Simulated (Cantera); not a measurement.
An adiabatic, constant-pressure homogeneous reactor starts with CO : H2 : CH4 : O2 : N2 = 1 : 0.61 : 0.65 : 3.29 : 14.1 (molar parts), at 1200 K and 0.350 bar. Integrator tolerance rtol = 1e-08.

Detailed kinetics in Cantera: GRI-Mech 3.0 (53 species, 325 reactions).

Problem. What does this change do: initial temperature 1200 to 1598 K?

Solution. 
| quantity | before | after |
|---|---|---|
| time of steepest temperature rise | 1.48 ms | 0.186 ms |
| temperature at 0.300 s | 2347 K | 2536 K |
| equilibrium temperature | 2346 K | 2536 K |
| x(CO) at 0.300 s | 0.00843 (gas-phase equilibrium 0.00843) | 0.0201 (gas-phase equilibrium 0.0201) |
| x(H2) at 0.300 s | 0.00177 (gas-phase equilibrium 0.00177) | 0.00419 (gas-phase equilibrium 0.00419) |
| x(CH4) at 0.300 s | <1e-12 (gas-phase equilibrium <1e-12) | <1e-12 (gas-phase equilibrium <1e-12) |
| x(O) at 0.300 s | 0.00270 (gas-phase equilibrium 0.00269) | 0.00724 (gas-phase equilibrium 0.00724) |
| x(NO2) at 0.300 s | 2.91e-6 (gas-phase equilibrium 2.97e-6) | 3.46e-6 (gas-phase equilibrium 3.46e-6) |
| x(H) at 0.300 s | 0.000878 (gas-phase equilibrium 0.000877) | 0.00324 (gas-phase equilibrium 0.00324) |
| x(HCN) at 0.300 s | 4.16e-12 (gas-phase equilibrium 4.20e-12) | 3.93e-11 (gas-phase equilibrium 3.93e-11) |

Problem. What does this change do: pressure from 0.350 bar to 2.40 bar?

Solution. 
```json
[
 {"quantity": "time of steepest temperature rise", "before": "1.48 ms", "after": "0.401 ms"},
 {"quantity": "temperature at 0.300 s", "before": "2347 K", "after": "2398 K"},
 {"quantity": "equilibrium temperature", "before": "2346 K", "after": "2398 K"},
 {"quantity": "x(CO) at 0.300 s", "before": "0.00843 (gas-phase equilibrium 0.00843)", "after": "0.00465 (gas-phase equilibrium 0.00465)"},
 {"quantity": "x(H2) at 0.300 s", "before": "0.00177 (gas-phase equilibrium 0.00177)", "after": "0.000925 (gas-phase equilibrium 0.000925)"},
 {"quantity": "x(CH4) at 0.300 s", "before": "<1e-12 (gas-phase equilibrium <1e-12)", "after": "<1e-12 (gas-phase equilibrium <1e-12)"},
 {"quantity": "x(O) at 0.300 s", "before": "0.00270 (gas-phase equilibrium 0.00269)", "after": "0.00135 (gas-phase equilibrium 0.00135)"},
 {"quantity": "x(NO2) at 0.300 s", "before": "2.91e-6 (gas-phase equilibrium 2.97e-6)", "after": "7.92e-6 (gas-phase equilibrium 7.92e-6)"},
 {"quantity": "x(H) at 0.300 s", "before": "0.000878 (gas-phase equilibrium 0.000877)", "after": "0.000312 (gas-phase equilibrium 0.000312)"},
 {"quantity": "x(HCN) at 0.300 s", "before": "4.16e-12 (gas-phase equilibrium 4.20e-12)", "after": "5.85e-12 (gas-phase equilibrium 5.85e-12)"}
]
```
